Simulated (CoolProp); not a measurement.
R507A along the isobar 53 bar: density (kg/m³) from the reference equation and from simpler models built on Tc = 343.8 K, pc = 37.05 bar, ω = 0.286; each cubic takes its own stable root.

Model: reference Helmholtz-energy equation of state, Lemmon 2003, in CoolProp. It is a pseudo-pure fit of the blend.

```csv
T (K),phase,reference
259.4,liquid,1230
272.6,liquid,1185
285.8,liquid,1137
298.9,liquid,1085
312.1,liquid,1026
325.3,liquid,955.6
338.4,liquid,866.2
351.6,supercritical,728.8
364.8,supercritical,457.4
377.9,supercritical,316.1
391.1,supercritical,261.4
404.3,supercritical,229.6
```

Q: How far does each simpler model (van der Waals, Redlich-Kwong, Soave-Redlich-Kwong, Peng-Robinson) lie from the reference over these 12 states: mean and median of the absolute difference, and the worst?

A: 
- van der Waals: mean 27.9 %, median 36.3 %, worst -40.2 % at 259.4 K and 53 bar
- Redlich-Kwong: mean 13.0 %, median 16.6 %, worst -20.1 % at 338.4 K and 53 bar
- Soave-Redlich-Kwong: mean 13.1 %, median 13.6 %, worst -21.5 % at 351.6 K and 53 bar
- Peng-Robinson: mean 4.5 %, median 2.6 %, worst -13.9 % at 351.6 K and 53 bar
